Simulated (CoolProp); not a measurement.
A single-stage vapour-compression cycle with R115: evaporating at 213.15 K (dew point), condensing at 236.15 K (bubble point), superheat 10 K, subcooling 5 K, compressor efficiency 0.6, no pressure losses. Each further row changes one setting.

Model: reference Helmholtz-energy equation of state, Lemmon 2016, in CoolProp.

```tsv
case	cooling COP	pressure ratio	discharge temperature (K)	refrigerating effect (kJ/kg)	volumetric capacity (kJ/m³)
as stated	___	3.11	261.1	122	373
evaporating temperature 218.15 K	7.02	___	257.3	125	491
condensing temperature 231.15 K	___	___	253.5	127	387
subcooling 10 K	5.46	3.11	261.1	127	387
superheat 20 K	5.28	3.11	___	___	374
compressor efficiency 0.5	___	3.11	267.9	122	373
```

Question: Complete the blanks.

Answer: 
- as stated, cooling COP: 5.26
- evaporating temperature 218.15 K, pressure ratio: 2.37
- condensing temperature 231.15 K, cooling COP: 6.86
- condensing temperature 231.15 K, pressure ratio: 2.48
- superheat 20 K, discharge temperature (K): 271.8
- superheat 20 K, refrigerating effect (kJ/kg): 129
- compressor efficiency 0.5, cooling COP: 4.39
